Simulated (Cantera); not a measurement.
## Thermodynamics of hydrogen reduction and annealing atmospheres, feed Cu2O + H2 + N2

Feed: 1 mol Cu2O, a varied amount of H2, 0.38 mol N2, held at 2223 K and 0.133 bar.

Equilibrium computed with Cantera from the NASA thermochemical tables; the gas is ideal and each condensed phase is pure. Candidate condensed phases: Cu, CuO, Cu(OH)2, Cu2O, H2O; 27 gas species. The numbers say what is thermodynamically allowed, not how fast it happens.

| n(H2) (mol) | log p H2 | log p H | log p Cu | log p H2O | log p N2 | log p OH |
|---|---|---|---|---|---|---|
| 240 | -0.89 | -2.64 | -2.96 | -3.26 | -3.68 | -5.85 |
| 280 | -0.89 | -2.64 | -3.03 | -3.33 | -3.75 | -5.92 |
| 340 | -0.89 | -2.64 | -3.11 | -3.41 | -3.83 | -6.00 |
| 400 | -0.89 | -2.64 | -3.18 | -3.48 | -3.90 | -6.08 |
| 470 | -0.89 | -2.64 | -3.25 | -3.55 | -3.97 | -6.15 |
| 550 | -0.89 | -2.64 | -3.32 | -3.62 | -4.04 | -6.21 |
| 650 | -0.88 | -2.64 | -3.39 | -3.69 | -4.11 | -6.29 |
| 770 | -0.88 | -2.64 | -3.47 | -3.77 | -4.19 | -6.36 |
| 900 | -0.88 | -2.64 | -3.53 | -3.84 | -4.25 | -6.43 |
| 1100 | -0.88 | -2.64 | -3.62 | -3.92 | -4.34 | -6.51 |
| 1300 | -0.88 | -2.64 | -3.69 | -3.99 | -4.41 | -6.59 |
log p: log10 of the partial pressure in bar; nothing condenses.

From 240 mol H2 to 1300 mol H2 nothing is condensed. The main Cu-bearing gas is Cu throughout.
